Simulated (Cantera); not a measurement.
Predominance diagram of Ca at 1227 °C against the partial pressures of O2 and Cl2 (log10, bar). Standard-state values (1 bar) from the NASA 1993 polynomials, evaluated with Cantera. Candidates: Ca(l), CaCl2(l), CaO(s). Only these pure phases compete in this equilibrium. Not in the tables: oxide halides.

Question: Which phase is stable at these pairs, and which metal-bearing vapour leads over it? (-16.4, -3.9); (-13.2, -25.1); (-21.1, -13.5); (-17.9, 0); (-11.6, -27); (-2.2, -7.7); (-24.3, -9.6)

Answer: 
```json
[
 {"log p(O2)": "-16.4", "log p(Cl2)": "-3.9", "phase": "CaCl2(l)", "chief vapour": "CaCl2", "log p (bar)": "-2.8"},
 {"log p(O2)": "-13.2", "log p(Cl2)": "-25.1", "phase": "CaO(s)", "chief vapour": "Ca", "log p (bar)": "-10.8"},
 {"log p(O2)": "-21.1", "log p(Cl2)": "-13.5", "phase": "CaCl2(l)", "chief vapour": "CaCl2", "log p (bar)": "-2.8"},
 {"log p(O2)": "-17.9", "log p(Cl2)": "0", "phase": "CaCl2(l)", "chief vapour": "CaCl2", "log p (bar)": "-2.8"},
 {"log p(O2)": "-11.6", "log p(Cl2)": "-27", "phase": "CaO(s)", "chief vapour": "Ca", "log p (bar)": "-11.6"},
 {"log p(O2)": "-2.2", "log p(Cl2)": "-7.7", "phase": "CaO(s)", "chief vapour": "CaCl2", "log p (bar)": "-5.8"},
 {"log p(O2)": "-24.3", "log p(Cl2)": "-9.6", "phase": "CaCl2(l)", "chief vapour": "CaCl2", "log p (bar)": "-2.8"}
]
```
